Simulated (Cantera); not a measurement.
Input (Python, Cantera):

```python
import numpy as np
import cantera as ct

gas = ct.Solution("SiF4_NH3_mec.yaml", "gas")
gas.TPX = 1725, 14000, {'NH3': 1, 'N2': 0.96}
reactor = ct.IdealGasConstPressureReactor(gas, energy="off", clone=False)
net = ct.ReactorNet([reactor])
net.rtol, net.atol = 1e-08, 1e-18
show = ['NH3', 'NH2', 'H', 'N', 'NH', 'N2H2']
times = np.geomspace(2e-05, 10, 10)

steps = ct.SolutionArray(gas, extra=["t"])
rows = []
print(f"{'t/s':>10s}{'T/K':>9s}{'P/Pa':>11s}" + "".join(f"{s:>11s}" for s in show))
for t in times:
    while net.time < t:
        t_next = net.step()
        steps.append(gas.state, t=t_next)
    rows.append([np.interp(t, steps.t, y) for y in (steps.T, steps.P, *steps(*show).X.T)])
    print(f"{t:10.3e}{rows[-1][0]:9.1f}{rows[-1][1]:11.4g}" + "".join(f"{x:11.3e}" for x in rows[-1][2:]))
rate = np.gradient(steps.T, steps.t)
print("integrator steps:", len(steps.t))
if steps.T.max() > steps.T[0] + 200:
    print(f"time of steepest temperature rise: {steps.t[rate.argmax()]:.4e} s")
gas.TPX = 1725, 14000, {'NH3': 1, 'N2': 0.96}
gas.equilibrate("TP")
print(f"equilibrium (TP): T = {gas.T:.1f} K  " + "  ".join(f"{s} {gas[s].X[0]:.3e}" for s in show))
```

Result:

```
       t/s      T/K       P/Pa        NH3        NH2          H          N         NH       N2H2
 2.000e-05   1725.0    1.4e+04  5.102e-01  9.009e-07  2.612e-08  1.026e-16  6.510e-12  2.228e-12
 8.595e-05   1725.0    1.4e+04  5.102e-01  3.957e-06  2.613e-08  1.234e-14  1.907e-10  1.256e-10
 3.694e-04   1725.0    1.4e+04  5.102e-01  1.707e-05  2.647e-08  1.688e-12  6.537e-09  3.903e-09
 1.587e-03   1725.0    1.4e+04  5.101e-01  7.242e-05  3.490e-08  7.317e-11  1.329e-07  8.952e-08
 6.822e-03   1725.0    1.4e+04  5.096e-01  2.199e-04  1.609e-07  7.794e-10  7.848e-07  9.446e-07
 2.932e-02   1725.0    1.4e+04  5.068e-01  2.407e-04  6.937e-07  3.695e-09  9.865e-07  1.171e-06
 1.260e-01   1725.0    1.4e+04  4.949e-01  2.287e-04  2.809e-06  1.555e-08  1.208e-06  1.133e-06
 5.415e-01   1725.0    1.4e+04  4.476e-01  2.023e-04  1.100e-05  4.517e-08  1.499e-06  9.722e-07
 2.327e+00   1725.0    1.4e+04  3.040e-01  1.501e-04  3.939e-05  7.023e-08  1.481e-06  5.493e-07
 1.000e+01   1725.0    1.4e+04  9.087e-02  6.379e-05  1.137e-04  7.161e-08  9.539e-07  1.056e-07
integrator steps: 982
equilibrium (TP): T = 1725.0 K  NH3 1.206e-06  NH2 2.177e-09  H 3.556e-04  N 1.699e-11  NH 8.537e-11  N2H2 1.409e-14
```

Cantera simulation using the gas-phase N/H chemistry of the illustrative SiF4/NH3 mechanism in the Surface Chemkin manual (1991); the numbers are that mechanism's predictions, not measurements. Walls and surfaces, which speed up NH3 decomposition in real reactors, are not modelled.
